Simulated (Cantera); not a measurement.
Adiabatic ignition

An adiabatic, constant-pressure homogeneous reactor starts with H2 : O2 : N2 : H2O = 1 : 0.725 : 2.72 : 0.14 (molar parts), equivalence ratio 0.69, at 1100 K and 29.0 bar.

Model: the H2/O2 subset of GRI-Mech 3.0, which has no nitrogen chemistry, integrated in Cantera. The hydrogen kinetics of GRI-Mech 3.0 are dated; newer H2 mechanisms differ, most at raised pressure. The pressure lies above the range GRI-Mech 3.0 was tuned for (to about 10 atm).

```json
[
 {"t (s)": "2.00e-6", "T (K)": "1100", "x H2": "0.218", "x O2": "0.158", "x H2O": "0.0305", "x OH": "8.64e-12", "x H": "1.03e-10", "x H2O2": "5.43e-10", "x O": "2.05e-11"},
 {"t (s)": "4.86e-6", "T (K)": "1100", "x H2": "0.218", "x O2": "0.158", "x H2O": "0.0305", "x OH": "9.98e-12", "x H": "1.12e-10", "x H2O2": "3.20e-9", "x O": "2.25e-11"},
 {"t (s)": "1.18e-5", "T (K)": "1100", "x H2": "0.218", "x O2": "0.158", "x H2O": "0.0305", "x OH": "1.52e-11", "x H": "1.39e-10", "x H2O2": "1.86e-8", "x O": "2.78e-11"},
 {"t (s)": "2.87e-5", "T (K)": "1100", "x H2": "0.218", "x O2": "0.158", "x H2O": "0.0305", "x OH": "3.94e-11", "x H": "2.21e-10", "x H2O2": "1.07e-7", "x O": "4.41e-11"},
 {"t (s)": "6.97e-5", "T (K)": "1100", "x H2": "0.218", "x O2": "0.158", "x H2O": "0.0305", "x OH": "1.72e-10", "x H": "5.53e-10", "x H2O2": "6.42e-7", "x O": "1.11e-10"},
 {"t (s)": "0.000169", "T (K)": "1100", "x H2": "0.218", "x O2": "0.158", "x H2O": "0.0305", "x OH": "1.33e-9", "x H": "2.91e-9", "x H2O2": "5.51e-6", "x O": "5.82e-10"},
 {"t (s)": "0.000412", "T (K)": "1102", "x H2": "0.218", "x O2": "0.158", "x H2O": "0.0308", "x OH": "2.25e-8", "x H": "3.40e-8", "x H2O2": "9.41e-5", "x O": "6.78e-9"},
 {"t (s)": "0.00100", "T (K)": "2577", "x H2": "0.00188", "x O2": "0.0531", "x H2O": "0.271", "x OH": "0.00923", "x H": "0.000284", "x H2O2": "2.79e-6", "x O": "0.000903"},
 {"t (s)": "0.00243", "T (K)": "2577", "x H2": "0.00188", "x O2": "0.0531", "x H2O": "0.271", "x OH": "0.00923", "x H": "0.000284", "x H2O2": "2.79e-6", "x O": "0.000903"},
 {"t (s)": "0.00590", "T (K)": "2577", "x H2": "0.00188", "x O2": "0.0531", "x H2O": "0.271", "x OH": "0.00923", "x H": "0.000284", "x H2O2": "2.79e-6", "x O": "0.000903"},
 {"t (s)": "0.0143", "T (K)": "2577", "x H2": "0.00188", "x O2": "0.0531", "x H2O": "0.271", "x OH": "0.00923", "x H": "0.000284", "x H2O2": "2.79e-6", "x O": "0.000903"},
 {"t (s)": "0.0349", "T (K)": "2577", "x H2": "0.00188", "x O2": "0.0531", "x H2O": "0.271", "x OH": "0.00923", "x H": "0.000284", "x H2O2": "2.79e-6", "x O": "0.000903"},
 {"t (s)": "0.0847", "T (K)": "2577", "x H2": "0.00188", "x O2": "0.0531", "x H2O": "0.271", "x OH": "0.00923", "x H": "0.000284", "x H2O2": "2.79e-6", "x O": "0.000903"},
 {"t (s)": "0.206", "T (K)": "2577", "x H2": "0.00188", "x O2": "0.0531", "x H2O": "0.271", "x OH": "0.00923", "x H": "0.000284", "x H2O2": "2.79e-6", "x O": "0.000903"},
 {"t (s)": "0.500", "T (K)": "2577", "x H2": "0.00188", "x O2": "0.0531", "x H2O": "0.271", "x OH": "0.00923", "x H": "0.000284", "x H2O2": "2.79e-6", "x O": "0.000903"}
]
```
x: mole fraction; the columns are a selection and need not sum to one.

- time of steepest temperature rise: 0.862 ms
- temperature at 0.500 s: 2577 K
- equilibrium temperature: 2577 K
- x(H2) at 0.500 s: 0.00188 (gas-phase equilibrium 0.00188)
- x(O2) at 0.500 s: 0.0531 (gas-phase equilibrium 0.0531)
- x(H2O) at 0.500 s: 0.271 (gas-phase equilibrium 0.271)
